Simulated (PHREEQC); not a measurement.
0.2 mol of Cd(OH)2 (Cd(OH)2) is brought to equilibrium with 1 kg of water holding 0.069 mol/kgw KCl, with rising amounts of Ba(OH)2, at 25 °C. Oxygen is held at 0.21 atm. CO2 from the air is kept out. The run lets Cd(OH)2, Sylvite precipitate or redissolve, and no other solid.

Model: ion-association model, phreeqc.dat, run in PHREEQC.

Predict pH, dissolved Cd (mol/kgw), CdOHCl (mol/kgw), CdCl+ (mol/kgw) at Ba(OH)2 added (mol) = 0, 0.00167, 0.0025, 0.00667.


```
Ba(OH)2 added (mol)     pH  dissolved Cd (mol/kgw)  CdOHCl (mol/kgw)  CdCl+ (mol/kgw)
-------------------  -----  ----------------------  ----------------  ---------------
0                     9.68                 4.11e-5           1.99e-5          1.29e-5
0.00167              11.41                 5.93e-7           3.65e-7          4.36e-9
0.0025               11.59                 4.66e-7           2.44e-7          1.96e-9
0.00667              12.00                 3.21e-7           9.16e-8         2.85e-10
```
